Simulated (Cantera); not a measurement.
An adiabatic, constant-volume homogeneous reactor starts with CH4 : O2 : N2 = 1 : 1.18 : 4.42 (molar parts), equivalence ratio 1.7, at 1475 K and 488 Torr. Integrator tolerance rtol = 1e-08.

Computed with Cantera and GRI-Mech 3.0 (53 species, 325 reactions).

Question: What does this change do: N2 4.42 to 7.5 parts?

Answer: 
```tsv
quantity	before	after
time of steepest temperature rise	2.47 ms	3.90 ms
temperature at 1.00 s	2821 K	2587 K
equilibrium temperature	2821 K	2587 K
x(CH4) at 1.00 s	1.72e-12 (gas-phase equilibrium 1.99e-12)	1.09e-12 (gas-phase equilibrium 1.24e-12)
x(O2) at 1.00 s	0.000758 (gas-phase equilibrium 0.000758)	0.000131 (gas-phase equilibrium 0.000131)
x(CH2) at 1.00 s	2.95e-12 (gas-phase equilibrium 3.09e-12)	<1e-12 (gas-phase equilibrium <1e-12)
x(CH3) at 1.00 s	6.56e-12 (gas-phase equilibrium 7.59e-12)	2.28e-12 (gas-phase equilibrium 2.59e-12)
x(CH2CO) at 1.00 s	<1e-12 (gas-phase equilibrium <1e-12)	<1e-12 (gas-phase equilibrium <1e-12)
x(N2O) at 1.00 s	1.13e-7 (gas-phase equilibrium 1.13e-7)	3.73e-8 (gas-phase equilibrium 3.73e-8)
```

Question: What does this change do: constant pressure in place of constant volume?

Answer: 
| quantity | before | after |
|---|---|---|
| time of steepest temperature rise | 2.47 ms | 2.66 ms |
| temperature at 1.00 s | 2821 K | 2605 K |
| equilibrium temperature | 2821 K | 2605 K |
| x(CH4) at 1.00 s | 1.72e-12 (gas-phase equilibrium 1.99e-12) | <1e-12 (gas-phase equilibrium <1e-12) |
| x(O2) at 1.00 s | 0.000758 (gas-phase equilibrium 0.000758) | 0.000294 (gas-phase equilibrium 0.000294) |
| x(CH2) at 1.00 s | 2.95e-12 (gas-phase equilibrium 3.09e-12) | <1e-12 (gas-phase equilibrium <1e-12) |
| x(CH3) at 1.00 s | 6.56e-12 (gas-phase equilibrium 7.59e-12) | 1.99e-12 (gas-phase equilibrium 2.28e-12) |
| x(CH2CO) at 1.00 s | <1e-12 (gas-phase equilibrium <1e-12) | <1e-12 (gas-phase equilibrium <1e-12) |
| x(N2O) at 1.00 s | 1.13e-7 (gas-phase equilibrium 1.13e-7) | 3.45e-8 (gas-phase equilibrium 3.45e-8) |
